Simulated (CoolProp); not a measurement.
n-dodecane along the isobar 0.101 MPa: Z from the reference equation and from simpler models built on Tc = 658.1 K, pc = 1.818 MPa, ω = 0.574; each cubic takes its own stable root.

Computed with CoolProp (reference Helmholtz-energy equation of state, Lemmon 2004). It is a short technical equation, of lower accuracy than the large ones.

```
T (K)   phase  reference
-----  ------  ---------
337.8  liquid   0.008550
357.5  liquid   0.008248
377.2  liquid   0.007986
396.9  liquid   0.007760
416.7  liquid   0.007566
436.4  liquid   0.007404
456.1  liquid   0.007272
475.9  liquid   0.007170
495.6     gas     0.9316
515.3     gas     0.9415
535       gas     0.9495
554.8     gas     0.9562
```

How far does each simpler model (van der Waals, Redlich-Kwong, Peng-Robinson) lie from the reference over these 12 states: mean and median of the absolute difference, and the worst?


- van der Waals: mean 6299.4 %, median 5863.1 %, worst +13337.9 % at 475.9 K and 0.101 MPa
- Redlich-Kwong: mean 2188.2 %, median 31.0 %, worst +13167.8 % at 475.9 K and 0.101 MPa
- Peng-Robinson: mean 6.1 %, median 7.6 %, worst +10.7 % at 337.8 K and 0.101 MPa

At some of these states van der Waals, Redlich-Kwong gives the other phase, because its saturation line lies elsewhere.
